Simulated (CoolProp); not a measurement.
Vapour-liquid equilibrium of propane (1) + R236FA (2) at 31.75 °C; x and y are mole fractions of (1).

Computed with CoolProp (multi-fluid Helmholtz-energy mixture model, Lemmon 2009 and Pan 2012; pair parameters Bell 2016).

```
x     bubble pressure, mixture model (bar)  bubble pressure, Raoult's law (bar)  y, mixture model  y, Raoult's law
----  ------------------------------------  -----------------------------------  ----------------  ---------------
0.05                                   ___                                3.781             0.283            0.149
0.15                                 6.769                                4.569             0.521            0.370
0.25                                 8.231                                5.356             0.624            0.526
0.35                                 9.221                                6.144             0.681            0.642
0.45                                   ___                                6.931             0.719            0.731
0.55                                 10.40                                7.719             0.751            0.802
0.65                                 10.80                                8.506               ___            0.861
0.75                                 11.12                                9.294             0.819            0.909
0.85                                   ___                                10.08               ___            0.950
0.95                                 11.38                                10.87             0.946            0.984
```

**Question.** Some entries are withheld; supply them.

**Answer.** 
- 0.05, bubble pressure, mixture model (bar): 4.686
- 0.45, bubble pressure, mixture model (bar): 9.901
- 0.65, y, mixture model: 0.782
- 0.85, bubble pressure, mixture model (bar): 11.35
- 0.85, y, mixture model: 0.869

The largest gap from Raoult's law is +53.7 % in bubble pressure, at x = 0.25. y crosses x between x = 0.85 and 0.95: the model has an azeotrope there.

Pair parameters are fitted to limited data, so mixtures are less certain than the pure fluids. With so large a gap from Raoult's law the liquid may split in two, which this calculation doesn't test in full.
